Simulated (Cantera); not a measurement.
An isothermal, constant-pressure homogeneous reactor starts with 82.0 % N₂O, 18.0 % N₂, at 1575 K and 39.0 Torr.

Model: GRI-Mech 3.0 (53 species, 325 reactions), integrated in Cantera. GRI-Mech 3.0 was tuned for natural gas; its chemistry of N2O as a main component is partial and can be far from experiment. The temperature is held fixed by assumption; the heat of reaction is taken as removed at once.

One state of this run: x N₂O = 1.00e-5; x O₂ = 0.209; x NO = 0.162; x N₂ = 0.628; x NO₂ = 0.000158. x: mole fraction; the columns are a selection and need not sum to one.

Problem. Which value of t (s) does it belong to?
A) 2.60
B) 0.290
C) 0.00359
D) 0.0108

Solution. A, 2.60
